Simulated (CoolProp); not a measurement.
A single-stage vapour-compression cycle with the fluid: evaporating at 257.15 K (dew point), condensing at 284.15 K (bubble point), superheat 5 K, subcooling 8 K, compressor efficiency 0.75, no pressure losses. The same conditions are run with several fluids, on thermodynamics alone (safety and materials aside).

Model: reference Helmholtz-energy equation of state of each fluid (R407C: Lemmon 2003; R134a: Tillner-Roth 1994; R124: de Vries 1995; R1336mzz(Z): McLinden 2020; propane: Lemmon 2009; R21: Platzer 1990), in CoolProp. The equations of Platzer and Polt are older, rougher fits. Blends and air are pseudo-pure fits.

| fluid | cooling COP | pressure ratio | discharge temperature (K) | refrigerating effect (kJ/kg) | volumetric capacity (kJ/m³) |
|---|---|---|---|---|---|
| R407C | 5.29 | 3.16 | 316.3 | ___ | ___ |
| R134a | 6.75 | 2.73 | 301.6 | 189 | ___ |
| R124 | 6.80 | 2.84 | ___ | 151 | 835 |
| R1336mzz(Z) | 6.86 | 3.83 | 294.0 | 168 | 137 |
| propane | ___ | 2.32 | 301.2 | 357 | ___ |
| R21 | 6.79 | 3.18 | ___ | ___ | 392 |

Fill in the missing entries.


- R407C, refrigerating effect (kJ/kg): 201
- R407C, volumetric capacity (kJ/m³): 2160
- R134a, volumetric capacity (kJ/m³): 1470
- R124, discharge temperature (K): 297.0
- propane, cooling COP: 6.70
- propane, volumetric capacity (kJ/m³): 2190
- R21, discharge temperature (K): 323.0
- R21, refrigerating effect (kJ/kg): 236
